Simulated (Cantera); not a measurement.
Charge: 1 mol Cu, 7.1 mol F₂, 1.7 mol N₂, equilibrated at 1473 K and 29.0 mbar.

These are equilibrium values from Cantera (NASA tables, ideal gas, pure condensed phases), not measurements of a reactor. Candidate condensed phases: Cu, CuF₂; 11 gas species. Kinetics and transport are ignored.

Base state: F 0.815, N₂ 0.114, CuF₂ 0.0673, F₂ 0.00331 (mole fractions); condensed: gas only.

**Question.** What changes in the equilibrium state with this change: temperature from 1473 K to 498.15 K?

**Answer.** 
```tsv
species	before	after
NF₃	5.58e-9	0.773
F₂	0.00331	0.227
F	0.815	1.43e-5
CuF₂	0.0673	<1e-9
N₂	0.114	5.65e-9
CuF₂(s), mol	0	1.00
```
